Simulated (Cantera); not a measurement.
Mixture: 5.70 % CH₃OH, 11.7 % O₂, 62.1 % N₂, 20.5 % H₂O, at 21.0 bar, adiabatic and at constant volume. Ignition delay is the time to a rise of 400 K.

Detailed kinetics in Cantera: GRI-Mech 3.0 (53 species, 325 reactions). GRI-Mech 3.0 was tuned for natural gas; its chemistry of methanol as a main component is partial and can be far from experiment. The pressure lies above the range GRI-Mech 3.0 was tuned for (to about 10 atm).

Question: Predict: delay at 1075 K; delay at 1225 K; delay at 1375 K; delay at 1525 K; delay at 1675 K; apparent activation energy between 1525 and 1675 K.

Answer: 
```json
{
  "delay at 1075 K": "9.34 ms",
  "delay at 1225 K": "0.535 ms",
  "delay at 1375 K": "57.9 µs",
  "delay at 1525 K": "10.6 µs",
  "delay at 1675 K": "2.88 µs",
  "apparent activation energy between 1525 and 1675 K": "180 kJ/mol"
}
```
